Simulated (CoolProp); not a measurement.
Computed with CoolProp (reference Helmholtz-energy equation of state, Pan 2012).

Task: Give the vapour pressure (MPa), enthalpy of vaporisation (kJ/kg), liquid cp (kJ/(kg K)), vapour Z of saturated R236FA at 199.7, 206.4 K.

Result: 
```tsv
T (K)	p (MPa)	enthalpy of vaporisation (kJ/kg)	liquid cp (kJ/(kg K))	vapour Z
199.7	0.00125	194	1.17	0.998
206.4	0.00221	191	1.17	0.997
```
